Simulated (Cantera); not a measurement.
A closed system holds: 1 mol TiO2, 700 mol H2, 0.065 mol H2O, equilibrated at 0.113 Torr.

Equilibrium computed with Cantera from the NASA thermochemical tables; the gas is ideal and each condensed phase is pure. Candidate condensed phases: H2O, Ti, TiO, TiO2, Ti2O3, Ti3O5, Ti4O7; 12 gas species. Mutual solubility and eutectic melting of coexisting phases are not modelled. Condensed phases not in the tables: Magnéli phases beyond Ti4O7. Kinetics and transport are ignored.

x: gas mole fraction; n: condensed amount in mol.

```csv
T (°C),x H2,x H,x H2O,x TiO,n TiO2(rutile),n Ti4O7(s),n Ti3O5(s),n Ti2O3(s)
752,1.000,3.56e-7,0.000109,<1e-12,0.954,0.0114,0,0
902,1.000,1.00e-5,0.000450,<1e-12,0,0.250,0,0
1052,0.999,0.000133,0.000569,4.81e-12,0,0,0.333,0
1202,0.998,[?],0.000569,[?],0,0,0.333,0
1352,0.994,0.00574,0.000698,3.72e-7,0,0,0.149,0.276
1502,0.976,[?],[?],[?],0,0,0,[?]
1652,0.923,0.0750,0.00102,0.000544,0,0,0,0.279
```

Task: Fill in the missing entries.

Result: 
- 1502, x H: 0.0233
- 1502, x H2O: 0.000805
- 1502, x TiO: 2.04e-5
- 1502, n Ti2O3(s): 0.492
- 1202, x H: 0.00106
- 1202, x TiO: 2.61e-9
